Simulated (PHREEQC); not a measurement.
Solution (17 °C): 0.24 mol H2SO4, 0.048 mol Li2SO4 and 0.021 mol MgSO4 per kg of water. Closed to the air; pH follows from the charge balance.

The numbers come from PHREEQC with the ion-association model, phreeqc.dat.

| quantity | before | after |
|---|---|---|
| pH | 0.74 | 0.69 |
| ionic strength (mol/kgw) | 0.420 | 0.345 |
| HSO4- (mol/kgw) | 0.243 | 0.215 |
| SO4-2 (mol/kgw) | 0.0530 | 0.0386 |
| Mg+2 (mol/kgw) | 0.0130 | 0.0139 |
| MgSO4 (mol/kgw) | 0.00803 | 0.00709 |

What was changed between the two runs?
A) MgSO4 from 0.021 to 0.0315 mol/kgw
B) diluted 100-fold with water
C) diluted 5-fold with water
D) H2SO4 from 0.24 to 0.48 mol/kgw
E) Li2SO4 left out

E, Li2SO4 left out

Precipitation was switched off in this run.
